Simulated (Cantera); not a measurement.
A Cantera script and its output.

```python
import numpy as np
import cantera as ct

surf = ct.Interface("ptcombust.yaml", "Pt_surf")
gas = surf.adjacent["gas"]
gas.TPX = 650, 21000, {'CO': 0.004, 'O2': 0.042, 'N2': 0.79, 'H2O': 0.013}
surf.TP = 650, 21000
reactor = ct.FlowReactor(gas, clone=False)
reactor.area = 0.0001  # m2
reactor.surface_area_to_volume_ratio = 320  # 1/m
reactor.mass_flow_rate = 0.077 * reactor.area * gas.density  # inlet velocity 0.077 m/s
reactor.energy_enabled = False
wall = ct.ReactorSurface(surf, reactor, clone=False)
net = ct.ReactorNet([reactor])
net.rtol, net.atol = 1e-8, 1e-16
show, cover = ['CO', 'O2', 'H2O', 'CO2'], ['PT(S)', 'H(S)', 'O(S)', 'OH(S)', 'CO(S)', 'C(S)']

rows = []
print(f"{'z/m':>9s}{'u/(m/s)':>9s}" + "".join(f"{s:>13s}" for s in show + cover))
for z in [0.00023, 0.00044, 0.00085, 0.0016, 0.0032, 0.0061, 0.012, 0.023]:
    net.advance(z)
    rows.append([reactor.speed, *gas[show].X, *surf[cover].coverages])
    print(f"{z:9.4g}{rows[-1][0]:9.3g}" + "".join(f"{x:13.4e}" for x in rows[-1][1:]))
```

Output:

```
      z/m  u/(m/s)           CO           O2          H2O          CO2        PT(S)         H(S)         O(S)        OH(S)        CO(S)         C(S)
  0.00023   0.0769   2.4891e-03   4.8411e-02   1.5329e-02   2.2275e-03   1.9638e-02   3.1222e-10   9.7701e-01   2.2154e-03   1.1400e-03   1.1281e-18
  0.00044   0.0769   2.2897e-03   4.8316e-02   1.5331e-02   2.4274e-03   1.6754e-02   2.4561e-10   9.8043e-01   2.0500e-03   7.6064e-04   6.3990e-19
  0.00085   0.0769   2.0307e-03   4.8193e-02   1.5333e-02   2.6870e-03   1.4439e-02   1.9625e-10   9.8315e-01   1.9059e-03   4.9972e-04   3.6131e-19
   0.0016   0.0769   1.7200e-03   4.8045e-02   1.5335e-02   2.9985e-03   1.2646e-02   1.6069e-10   9.8524e-01   1.7856e-03   3.2398e-04   2.0471e-19
   0.0032   0.0769   1.3112e-03   4.7850e-02   1.5338e-02   3.4082e-03   1.1080e-02   1.3169e-10   9.8706e-01   1.6732e-03   1.8927e-04   1.0460e-19
   0.0061   0.0769   8.8911e-04   4.7649e-02   1.5341e-02   3.8313e-03   9.9610e-03   1.1219e-10   9.8835e-01   1.5876e-03   1.0359e-04   5.1398e-20
    0.012   0.0768   4.6383e-04   4.7446e-02   1.5345e-02   4.2576e-03   9.1242e-03   9.8315e-11   9.8931e-01   1.5204e-03   4.5300e-05   2.0568e-20
    0.023   0.0768   1.6133e-04   4.7302e-02   1.5347e-02   4.5608e-03   8.6452e-03   9.0656e-11   9.8986e-01   1.4804e-03   1.4138e-05   6.0788e-21
```

Cantera simulation using Deutschmann's 1995 Pt surface mechanism with GRI-Mech 3.0 gas chemistry; the numbers are that mechanism's predictions, not measurements. Catalytic surfaces can have several steady states; this one follows from the mechanism file's or the stated starting coverage. Mass transfer to the wall is taken as infinitely fast.
